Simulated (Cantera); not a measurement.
Feed: 1 mol PbO, 6.7 mol CO, 1.4 mol N₂, equilibrated at 923.15 K.

Cantera equilibrium calculation (NASA polynomials, part measured and part estimated; ideal gas, pure solids and liquids). Candidate condensed phases: C, Pb, PbO, PbO₂, Pb₃O₄; 27 gas species. The numbers say what is thermodynamically allowed, not how fast it happens.

Question: Which condensed phases are stable at each of these points (P (Pa)): 10, 42, 180, 750, 3200, 13000, 56000, 240000, 1000000?

Answer: 
```json
[
 {"P (Pa)": "10", "condensed phases": "Pb(l)", "Pb condensed (%)": "78.8"},
 {"P (Pa)": "42", "condensed phases": "Pb(l)", "Pb condensed (%)": "95.1"},
 {"P (Pa)": "180", "condensed phases": "Pb(l)", "Pb condensed (%)": "98.9"},
 {"P (Pa)": "750", "condensed phases": "Pb(l)", "Pb condensed (%)": "99.7"},
 {"P (Pa)": "3200", "condensed phases": "Pb(l)", "Pb condensed (%)": "99.9"},
 {"P (Pa)": "13000", "condensed phases": "C(graphite) + Pb(l)", "Pb condensed (%)": "100.0"},
 {"P (Pa)": "56000", "condensed phases": "C(graphite) + Pb(l)", "Pb condensed (%)": "100.0"},
 {"P (Pa)": "240000", "condensed phases": "C(graphite) + Pb(l)", "Pb condensed (%)": "100.0"},
 {"P (Pa)": "1000000", "condensed phases": "C(graphite) + Pb(l)", "Pb condensed (%)": "100.0"}
]
```

From 0.000100 bar to 0.0320 bar the condensed part is Pb(l). From 0.130 bar to 10.0 bar the condensed part is C(graphite) + Pb(l).
